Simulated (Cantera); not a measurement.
# PbO + CO (carbothermic reduction)

Feed: 1 mol PbO, 1.2 mol CO.

Cantera equilibrium calculation (NASA polynomials, part measured and part estimated; ideal gas, pure solids and liquids). Candidate condensed phases: C, Pb, PbO, PbO2, Pb3O4; 15 gas species. Kinetics and transport are ignored.

Stable condensed phases:

```
T in K \ P in Pa
              10      68     460    3200   22000  150000 1000000
   2623        A       A       A       A       A       A       A
   2473        A       A       A       A       A       A       A
   2323        A       A       A       A       A       A       A
   2173        A       A       A       A       A       A       B
   2023        A       A       A       A       A       A       B
   1873        A       A       A       A       A       B       B
   1723        A       A       A       A       A       B       B
   1573        A       A       A       A       B       B       B
   1423        A       A       A       B       B       B       B
   1273        A       A       B       B       B       B       B
   1123        A       B       B       B       B       B       B
    973        B       B       B       B       B       B       B
    823        B       B       B       B       B       C       C
```

A: gas only; B: Pb; C: C + Pb.
